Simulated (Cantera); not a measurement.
An adiabatic, constant-pressure homogeneous reactor starts with 5.95 % CO, 2.79 % H2, 10.6 % O2, 58.6 % N2, 22.0 % CO2, equivalence ratio 0.41, at 1798 K and 0.580 bar.

Cantera simulation using GRI-Mech 3.0 (53 species, 325 reactions); the numbers are that mechanism's predictions, not measurements.

Q: Predict: time of steepest temperature rise; temperature at 2.00 s; equilibrium temperature; x(CO) at 2.00 s; x(H2) at 2.00 s; x(O2) at 2.00 s; x(NO) at 2.00 s; x(H) at 2.00 s; x(H2O2) at 2.00 s; x(N2O) at 2.00 s.

A: 
```json
{
  "time_of_steepest_temperature_rise": "36.8 µs",
  "temperature at 2.00 s": "2251 K",
  "equilibrium_temperature": "2251 K",
  "x(CO) at 2.00 s": "0.0121 (gas-phase equilibrium 0.0121)",
  "x(H2) at 2.00 s": "0.000218 (gas-phase equilibrium 0.000218)",
  "x(O2) at 2.00 s": "0.0665 (gas-phase equilibrium 0.0665)",
  "x(NO) at 2.00 s": "0.00699 (gas-phase equilibrium 0.00699)",
  "x(H) at 2.00 s": "0.000146 (gas-phase equilibrium 0.000146)",
  "x(H2O2) at 2.00 s": "2.09e-8 (gas-phase equilibrium 2.09e-8)",
  "x(N2O) at 2.00 s": "2.59e-7 (gas-phase equilibrium 2.59e-7)"
}
```
